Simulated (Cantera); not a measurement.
Charge: 1 mol (CH3)2SiCl2, 0.18 mol C2H4, 35 mol H2, held at 973 K.

Equilibrium computed with Cantera from the NASA thermochemical tables; the gas is ideal and each condensed phase is pure. Candidate condensed phases: C, C6H6, C7H8, C8H18, Si, SiC; 109 gas species. The feed counts by its element totals alone. Rates play no part.

Q: What share of the Si ends up in condensed phases as a function of P (Pa), at 100, 400, 1600, 6300, 25000, 100000?

A: 
```json
[
 {"P (Pa)": "100", "Si condensed (%)": "99.9", "as": "SiC(s)"},
 {"P (Pa)": "400", "Si condensed (%)": "99.5", "as": "SiC(s)"},
 {"P (Pa)": "1600", "Si condensed (%)": "98.3", "as": "SiC(s)"},
 {"P (Pa)": "6300", "Si condensed (%)": "94.9", "as": "SiC(s)"},
 {"P (Pa)": "25000", "Si condensed (%)": "88.0", "as": "SiC(s)"},
 {"P (Pa)": "100000", "Si condensed (%)": "74.2", "as": "SiC(s)"}
]
```
